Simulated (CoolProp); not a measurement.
Vapour-liquid equilibrium of p-xylene (1) + n-nonane (2) at 322.6 K; x and y are mole fractions of (1).

The numbers come from the multi-fluid Helmholtz-energy mixture model, Zhou 2012 and Lemmon 2006; pair parameters Bell 2016 in CoolProp.

```
x     bubble pressure, mixture model (bar)  bubble pressure, Raoult's law (bar)  y, mixture model  y, Raoult's law
----  ------------------------------------  -----------------------------------  ----------------  ---------------
0.05                               0.02471                              0.02445             0.095            0.087
0.15                               0.02693                              0.02633             0.254            0.241
0.25                               0.02897                              0.02821             0.384            0.375
0.35                               0.03088                              0.03010             0.495            0.492
0.45                               0.03272                              0.03198             0.593            0.596
0.55                               0.03450                              0.03386             0.681            0.688
0.65                               0.03625                              0.03574             0.762            0.770
0.75                               0.03799                              0.03762             0.837            0.844
0.85                               0.03972                              0.03951             0.906            0.911
0.95                               0.04146                              0.04139             0.970            0.972
```

The largest gap from Raoult's law is +2.7 % in bubble pressure, at x = 0.25. No azeotrope shows between x = 0.05 and 0.95.

The pair parameters rest on a limited set of measurements; away from them the model extrapolates.
